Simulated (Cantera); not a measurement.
Input: 1 mol BCl3, 20 mol NH3, 7.7 mol H2, equilibrated at 2400 K and 1.00 bar.

Equilibrium computed with Cantera from the NASA thermochemical tables; the gas is ideal and each condensed phase is pure. Candidate condensed phases: B, BN, NH4Cl; 21 gas species. The tables' values for BCl, BH2, BCl2 are old estimates; treat these amounts as uncertain. Gases not in the tables: B2H6 and higher boranes. Rates play no part.

### Question
What is the equilibrium state?

### Answer
```
Item                                 Value
-------------------------------  ---------
x(H2)                                0.730
x(N2)                                0.195
x(HCl)                              0.0557
x(H)                                0.0136
x(BCl)                             0.00408
x(Cl)                             0.000740
x(BH2)                            0.000674
x(BCl2)                           0.000151
x(BH3)                             1.54e-5
n(BN(s))                         0.756 mol
gas amount                       49.28 mol
log10 activity of B(l) (absent)      -0.51
```
